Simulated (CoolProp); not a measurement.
Water along the isobar 28500 kPa: fugacity coefficient from the reference equation and from simpler models built on Tc = 373.9 °C, pc = 22060 kPa, ω = 0.344; each cubic takes its own stable root.

The numbers come from the reference Helmholtz-energy equation of state, Wagner 2002 in CoolProp.

| T (°C) | phase | reference |
|---|---|---|
| 75.35 | liquid | 0.001633 |
| 93.45 | liquid | 0.003291 |
| 111.65 | liquid | 0.006160 |
| 129.75 | liquid | 0.01075 |
| 147.95 | liquid | 0.01776 |
| 166.05 | liquid | 0.02783 |
| 184.25 | liquid | 0.04182 |
| 202.35 | liquid | 0.06033 |
| 220.55 | liquid | 0.08425 |
| 238.65 | liquid | 0.1139 |
| 256.85 | liquid | 0.1501 |
| 274.95 | liquid | 0.1925 |
| 293.15 | liquid | 0.2419 |

Problem. How far does each simpler model (van der Waals, Soave-Redlich-Kwong, Peng-Robinson) lie from the reference over these 13 states: mean and median of the absolute difference, and the worst?

Solution. 
- van der Waals: mean 687.1 %, median 335.9 %, worst +2794.1 % at 75.35 °C and 28500 kPa
- Soave-Redlich-Kwong: mean 6.8 %, median 7.6 %, worst +9.8 % at 256.85 °C and 28500 kPa
- Peng-Robinson: mean 3.9 %, median 4.6 %, worst +5.6 % at 238.65 °C and 28500 kPa
